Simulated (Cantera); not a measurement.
An adiabatic, constant-pressure homogeneous reactor starts with CH4 : O2 : N2 = 1 : 0.87 : 3.27 (molar parts), at 1425 K and 0.622 atm.

Computed with Cantera and GRI-Mech 3.0 (53 species, 325 reactions).

### Question
Predict: time of steepest temperature rise; temperature at 6.00 s; equilibrium temperature; x(O2) at 6.00 s; x(CH2O) at 6.00 s.

### Answer
time of steepest temperature rise: 5.61 ms
temperature at 6.00 s: 2296 K
equilibrium temperature: 2296 K
x(O2) at 6.00 s: 1.62e-6 (gas-phase equilibrium 1.62e-6)
x(CH2O) at 6.00 s: 7.78e-9 (gas-phase equilibrium 7.78e-9)
